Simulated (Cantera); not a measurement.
A perfectly stirred reactor is fed with CH4 : H2 : O2 = 0.0052 : 1 : 0.014 (molar parts), at 0.0510 bar; it is held at 2575 K, and followed from long to short residence time.

Detailed kinetics in Cantera: GRI-Mech 3.0 (53 species, 325 reactions).

x: mole fraction; the columns are a selection and need not sum to one.

```
τ (s)      x CH4   x H2     x O2     x CO    x C2H4      x C2H2
------  --------  -----  -------  -------  --------  ----------
0.65     2.43e-7  0.840  8.58e-7  0.00476  1.44e-12  (withheld)
0.31     6.29e-7  0.847  9.29e-7  0.00477  8.78e-12  (withheld)
0.15     1.92e-6  0.860  1.16e-6  0.00480  6.86e-11  (withheld)
0.072    7.81e-6  0.879  1.99e-6  0.00483  8.09e-10  (withheld)
0.034    3.77e-5  0.900  4.77e-6  0.00478   1.17e-8  (withheld)
0.016   0.000136  0.915  1.25e-5  0.00440   9.83e-8  (withheld)
0.0079  0.000315  0.923  2.95e-5  0.00359   3.86e-7  (withheld)
0.0038  0.000606  0.928  6.99e-5  0.00248   1.06e-6  (withheld)
```

Problem. Complete the blanks.

Solution. 
- 0.65, x C2H2: 3.10e-9
- 0.31, x C2H2: 1.78e-8
- 0.15, x C2H2: 1.28e-7
- 0.072, x C2H2: 1.35e-6
- 0.034, x C2H2: 1.71e-5
- 0.016, x C2H2: 0.000123
- 0.0079, x C2H2: 0.000375
- 0.0038, x C2H2: 0.000685
